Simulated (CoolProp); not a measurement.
Properties of sulfur dioxide along the isotherm -55.25 °C.

Computed with CoolProp (reference Helmholtz-energy equation of state, Gao 2016).

| p (kPa) | phase | density (kg/m³) | cp (kJ/(kg K)) | isothermal compressibility (1/MPa) | expansivity (1/kK) |
|---|---|---|---|---|---|
| 1480 | liquid | 1579 | 1.367 | 0.0006793 | 1.588 |
| 2960 | liquid | 1580 | 1.366 | 0.0006726 | 1.579 |
| 4440 | liquid | 1582 | 1.365 | 0.0006662 | 1.570 |
| 5910 | liquid | 1583 | 1.364 | 0.0006599 | 1.562 |
| 7390 | liquid | 1585 | 1.363 | 0.0006537 | 1.553 |
| 8870 | liquid | 1586 | 1.362 | 0.0006477 | 1.545 |
| 10400 | liquid | 1588 | 1.361 | 0.0006416 | 1.537 |
| 11800 | liquid | 1589 | 1.360 | 0.0006362 | 1.529 |
